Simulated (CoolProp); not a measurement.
Vapour-liquid equilibrium of cyclohexane (1) + toluene (2) at 445.7 K; x and y are mole fractions of (1).

Values from CoolProp's multi-fluid Helmholtz-energy mixture model, Zhou 2014 and Lemmon 2006; pair parameters Bell 2016.

| x | bubble pressure, mixture model (bar) | bubble pressure, Raoult's law (bar) | y, mixture model | y, Raoult's law |
|---|---|---|---|---|
| 0.05 | ? | 4.662 | 0.097 | 0.091 |
| 0.15 | 5.252 | 5.064 | 0.259 | 0.251 |
| 0.25 | 5.732 | 5.465 | 0.388 | 0.388 |
| 0.35 | 6.178 | 5.867 | 0.497 | 0.506 |
| 0.45 | 6.594 | 6.268 | 0.590 | 0.609 |
| 0.55 | ? | 6.670 | 0.673 | 0.699 |
| 0.65 | ? | 7.071 | 0.750 | 0.779 |
| 0.75 | ? | 7.473 | 0.823 | 0.851 |
| 0.85 | 8.020 | 7.874 | 0.893 | 0.915 |
| 0.95 | 8.329 | 8.276 | 0.964 | 0.973 |

Question: What belongs in the gaps?

Answer: 
- 0.05, bubble pressure, mixture model (bar): 4.735
- 0.55, bubble pressure, mixture model (bar): 6.984
- 0.65, bubble pressure, mixture model (bar): 7.349
- 0.75, bubble pressure, mixture model (bar): 7.694

The largest gap from Raoult's law is +5.3 % in bubble pressure, at x = 0.35. No azeotrope shows between x = 0.05 and 0.95.

Pair parameters are fitted to limited data, so mixtures are less certain than the pure fluids.
